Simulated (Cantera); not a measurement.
Equilibrium for carbon deposition, reforming and gasification: C2H5OH + O2 + N2

Input: 1 mol C2H5OH, 0.055 mol O2, 27 mol N2, at 3.20 bar.

Equilibrium computed with Cantera from the NASA thermochemical tables; the gas is ideal and each condensed phase is pure. Candidate condensed phases: C, C6H6, C7H8, C8H18, H2O; 136 gas species. Kinetics and transport are ignored.

From 525 K to 2525 K the condensed part is C(graphite). At 2725 K nothing is condensed. The main C-bearing gas is CH4 at 525 K and CO at 2725 K. The share of C in condensed phases is highest at 725 K (59.1 %) and lowest at 2725 K (0.0 %).

| T (K) | log p N2 | log p H2 | log p CO | log p CH4 | log p H2O | log p HCN | n C(graphite) |
|---|---|---|---|---|---|---|---|
| 525 | 0.47 | -1.98 | -4.98 | -0.97 | -0.98 | <-11 | 0.940 |
| 725 | 0.47 | -0.95 | -2.44 | -1.18 | -1.10 | -8.17 | 1.18 |
| 925 | 0.45 | -0.59 | -1.18 | -1.82 | -1.60 | -5.92 | 1.11 |
| 1125 | 0.44 | -0.52 | -0.96 | -2.58 | -2.67 | -4.55 | 0.892 |
| 1325 | 0.44 | -0.51 | -0.94 | -3.20 | -3.60 | -3.62 | 0.884 |
| 1525 | 0.44 | -0.51 | -0.94 | -3.67 | -4.30 | -2.93 | 0.877 |
| 1725 | 0.44 | -0.51 | -0.94 | -4.03 | -4.83 | -2.41 | 0.850 |
| 1925 | 0.44 | -0.52 | -0.94 | -4.32 | -5.26 | -2.00 | 0.785 |
| 2125 | 0.44 | -0.53 | -0.94 | -4.57 | -5.61 | -1.67 | 0.659 |
| 2325 | 0.44 | -0.55 | -0.94 | -4.79 | -5.90 | -1.41 | 0.446 |
| 2525 | 0.44 | -0.58 | -0.94 | -5.01 | -6.17 | -1.20 | 0.125 |
| 2725 | 0.43 | -0.61 | -0.94 | -5.31 | -6.26 | -1.14 | 0 |
log p: log10 of the partial pressure in bar; n: condensed amount in mol.
